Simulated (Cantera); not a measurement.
An isothermal, constant-pressure homogeneous reactor starts with CO : O₂ : H₂O : N₂ = 0.027 : 0.02 : 0.00069 : 1 (molar parts), equivalence ratio 0.67, at 1375 K and 500000 Pa. Integrator tolerance rtol = 1e-08.

Computed with Cantera and GRI-Mech 3.0 (53 species, 325 reactions).

Question: What does this change do: temperature 1375 to 1000 K?

Answer: 
| quantity | before | after |
|---|---|---|
| x(CO) at 10.0 s | 9.37e-8 (gas-phase equilibrium 9.42e-8) | 0.0129 (gas-phase equilibrium 9.03e-12) |
| x(O₂) at 10.0 s | 0.00628 (gas-phase equilibrium 0.00622) | 0.0127 (gas-phase equilibrium 0.00628) |
| x(H₂O) at 10.0 s | 0.000667 (gas-phase equilibrium 0.000667) | 0.000659 (gas-phase equilibrium 0.000667) |
| x(O) at 10.0 s | 2.27e-8 (gas-phase equilibrium 2.26e-8) | 2.22e-8 (gas-phase equilibrium 5.61e-12) |
| x(CO₂) at 10.0 s | 0.0261 (gas-phase equilibrium 0.0261) | 0.0130 (gas-phase equilibrium 0.0261) |

Question: What does this change do: temperature 1375 to 875 K?

Answer: 
| quantity | before | after |
|---|---|---|
| x(CO) at 10.0 s | 9.37e-8 (gas-phase equilibrium 9.42e-8) | 0.0257 (gas-phase equilibrium <1e-12) |
| x(O₂) at 10.0 s | 0.00628 (gas-phase equilibrium 0.00622) | 0.0191 (gas-phase equilibrium 0.00628) |
| x(H₂O) at 10.0 s | 0.000667 (gas-phase equilibrium 0.000667) | 0.000659 (gas-phase equilibrium 0.000667) |
| x(O) at 10.0 s | 2.27e-8 (gas-phase equilibrium 2.26e-8) | 6.49e-11 (gas-phase equilibrium <1e-12) |
| x(CO₂) at 10.0 s | 0.0261 (gas-phase equilibrium 0.0261) | 6.33e-5 (gas-phase equilibrium 0.0261) |
